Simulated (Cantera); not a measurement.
## Equilibrium for silicon carbide growth: SiH4 + C2H4 + H2

A closed system holds: 1 mol SiH4, 1.2 mol C2H4, 130 mol H2, at 45.0 mbar.

These are equilibrium values from Cantera (NASA tables, ideal gas, pure condensed phases), not measurements of a reactor. Candidate condensed phases: C, C6H6, C7H8, C8H18, Si, SiC; 87 gas species. Gases not in the tables: Si2H6 and higher silanes. Equilibrium is a limit: real reactors are often held back by kinetics, nucleation or transport.

```json
[
 {"T (°C)": "900", "x H2": "0.999", "x H": "5.56e-7", "x C2H2 (acetylene)": "6.12e-8", "x CH4": "0.000874", "x Si": "<1e-12", "n C(graphite)": "1.28", "n SiC(s)": "1.00"},
 {"T (°C)": "975", "x H2": "0.999", "x H": "2.20e-6", "x C2H2 (acetylene)": "2.43e-7", "x CH4": "0.000501", "x Si": "<1e-12", "n C(graphite)": "1.33", "n SiC(s)": "1.00"},
 {"T (°C)": "1050", "x H2": "1.000", "x H": "7.47e-6", "x C2H2 (acetylene)": "8.25e-7", "x CH4": "0.000306", "x Si": "6.56e-12", "n C(graphite)": "1.36", "n SiC(s)": "1.00"},
 {"T (°C)": "1125", "x H2": "1.000", "x H": "2.23e-5", "x C2H2 (acetylene)": "2.45e-6", "x CH4": "0.000196", "x Si": "8.23e-11", "n C(graphite)": "1.37", "n SiC(s)": "1.00"},
 {"T (°C)": "1200", "x H2": "1.000", "x H": "5.96e-5", "x C2H2 (acetylene)": "6.50e-6", "x CH4": "0.000132", "x Si": "7.96e-10", "n C(graphite)": "1.38", "n SiC(s)": "1.000"},
 {"T (°C)": "1275", "x H2": "1.000", "x H": "0.000145", "x C2H2 (acetylene)": "1.57e-5", "x CH4": "9.23e-5", "x Si": "6.17e-9", "n C(graphite)": "1.38", "n SiC(s)": "1.000"},
 {"T (°C)": "1350", "x H2": "1.000", "x H": "0.000326", "x C2H2 (acetylene)": "3.48e-5", "x CH4": "6.67e-5", "x Si": "3.95e-8", "n C(graphite)": "1.38", "n SiC(s)": "1.000"},
 {"T (°C)": "1425", "x H2": "0.999", "x H": "0.000681", "x C2H2 (acetylene)": "7.20e-5", "x CH4": "4.96e-5", "x Si": "2.14e-7", "n C(graphite)": "1.37", "n SiC(s)": "1.000"},
 {"T (°C)": "1500", "x H2": "0.998", "x H": "0.00134", "x C2H2 (acetylene)": "0.000140", "x CH4": "3.78e-5", "x Si": "1.01e-6", "n C(graphite)": "1.36", "n SiC(s)": "1.000"},
 {"T (°C)": "1575", "x H2": "0.997", "x H": "0.00250", "x C2H2 (acetylene)": "0.000257", "x CH4": "2.95e-5", "x Si": "4.16e-6", "n C(graphite)": "1.33", "n SiC(s)": "0.999"},
 {"T (°C)": "1650", "x H2": "0.995", "x H": "0.00443", "x C2H2 (acetylene)": "0.000449", "x CH4": "2.34e-5", "x Si": "1.54e-5", "n C(graphite)": "1.28", "n SiC(s)": "0.997"},
 {"T (°C)": "1725", "x H2": "0.992", "x H": "0.00753", "x C2H2 (acetylene)": "0.000752", "x CH4": "1.89e-5", "x Si": "5.14e-5", "n C(graphite)": "1.20", "n SiC(s)": "0.991"},
 {"T (°C)": "1800", "x H2": "0.986", "x H": "0.0123", "x C2H2 (acetylene)": "0.00121", "x CH4": "1.54e-5", "x Si": "0.000158", "n C(graphite)": "1.09", "n SiC(s)": "0.972"},
 {"T (°C)": "1875", "x H2": "0.978", "x H": "0.0194", "x C2H2 (acetylene)": "0.00187", "x CH4": "1.27e-5", "x Si": "0.000446", "n C(graphite)": "0.956", "n SiC(s)": "0.920"}
]
```
x: gas mole fraction; n: condensed amount in mol.

From 900 °C to 1875 °C the condensed part is C(graphite) + SiC(s).
